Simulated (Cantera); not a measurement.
Feed: 1 mol Fe2O3, 0.34 mol H2, 1.9 mol N2, at 1048 K and 0.518 Torr.

Cantera equilibrium calculation (NASA polynomials, part measured and part estimated; ideal gas, pure solids and liquids). Candidate condensed phases: Fe, FeO, Fe(OH)2, Fe(OH)3, Fe2O3, Fe3O4, H2O; 27 gas species. Equilibrium is a limit: real reactors are often held back by kinetics, nucleation or transport.

Base state: N2 0.848, H2O 0.149, H2 0.00298 (mole fractions); condensed: Fe3O4(s).

Task: What changes in the equilibrium state with this change: 0.041 mol Cl2 added?

Result: 
| species | before | after |
|---|---|---|
| N2 | 0.848 | 0.833 |
| H2O | 0.149 | 0.131 |
| HCl | 0 | 0.0359 |
| FeCl2 | 0 | 2.69e-5 |
| H2 | 0.00298 | 2.11e-6 |
| Fe3O4(s), mol | 0.667 | 0.598 |
| Fe2O3(s), mol | 0 | 0.103 |
Mutual solubility and eutectic melting of coexisting phases are not modelled. Further candidate phases: FeCl2, FeCl3, NH4Cl.
